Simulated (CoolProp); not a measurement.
Vapour-liquid equilibrium of R143a (1) + R152A (2) at 0.0653 MPa; x and y are mole fractions of (1).

Model: multi-fluid Helmholtz-energy mixture model, Lemmon and Jacobsen 2000 and Outcalt 1996; pair parameters Bell 2016, in CoolProp.

**Question.** Give the bubble temperature and the first vapour's composition at x = 0.25, 0.35, 0.55. Is there an azeotrope?

**Answer.** x = 0.25: 229.8 K, y = 0.529; x = 0.35: 227.3 K, y = 0.636; x = 0.55: 223.3 K, y = 0.785. No azeotrope shows between x = 0.05 and 0.95.

The pair parameters rest on a limited set of measurements; away from them the model extrapolates.
